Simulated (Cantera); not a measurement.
Charge: 1 mol Si, 0.064 mol H2O, 5.6 mol H2, equilibrated at 1475 K and 130000 Pa.

Method: chemical equilibrium by Gibbs-energy minimisation in Cantera with the NASA 1993 tables (ideal gas, pure condensed phases). Candidate condensed phases: H2O, Si, SiO2; 18 gas species. Mutual solubility and eutectic melting of coexisting phases are not modelled. The tables hold silica as quartz up to 1696 K and as liquid above; real silica turns to tridymite and cristobalite and melts near 1996 K. Kinetics and transport are ignored.

Base state: H2 1.000, SiO 0.000251, H 1.14e-5 (mole fractions); condensed: Si(s) + SiO2(β-quartz).

What changes in the equilibrium state with this change: temperature from 1475 K to 1873 K?


```
species                before     after
-------------------  --------  --------
H2                      1.000     0.988
SiO                  0.000251    0.0112
H                     1.14e-5  0.000563
SiH2                  1.08e-6   4.85e-5
H2O                   2.52e-6   1.41e-5
Si(s), mol              0.967         0
SiO2(β-quartz), mol    0.0313         0
Si(l), mol                  0     0.936
```
Gases not in the tables: Si2H6 and higher silanes.
